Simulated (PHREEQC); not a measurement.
1 kg of water holding 0.28 mol/kgw MgSO4 and 0.015 mol/kgw K2SO4 is evaporated at 30 °C; the solids stay in contact with the brine. The system is closed to CO2. Solids allowed: Arcanite, Brucite, Epsomite, Hexahydrite, Kieserite, Leonite, Misenite, Schoenite. Others were left out.

Computed with PHREEQC (Pitzer model, pitzer.dat).

```tsv
water left (kg)	ionic strength	water activity	Epsomite (mol)	Schoenite (mol)	K in solution (mol/kgw)	S in solution (mol/kgw)
1	1.17	0.994	0	0	0.0300	0.295
0.8219	1.42	0.993	0	0	0.0365	0.359
0.5552	2.10	0.990	0	0	0.0540	0.531
0.4563	2.55	___	0	0	0.0657	0.646
0.3082	3.78	___	0	0	0.0973	0.957
0.2533	4.60	___	0	0	___	1.16
0.1711	6.81	___	0	0	0.175	1.72
0.1407	8.28	0.951	0	0	___	2.10
0.09502	12.3	___	0	0	0.316	3.10
0.07272	13.7	0.882	0.0426	0	0.413	3.47
0.03001	14.1	0.876	___	0.00553	0.631	3.61
0.01408	14.1	0.876	0.223	0.0106	0.631	3.61
```

### Question
Complete the blanks.

### Answer

- 0.4563, water activity: 0.988
- 0.3082, water activity: 0.982
- 0.2533, water activity: 0.977
- 0.2533, K in solution (mol/kgw): 0.118
- 0.1711, water activity: 0.963
- 0.1407, K in solution (mol/kgw): 0.213
- 0.09502, water activity: 0.904
- 0.03001, Epsomite (mol): 0.176

Complexes and solids missing from the database can't appear.
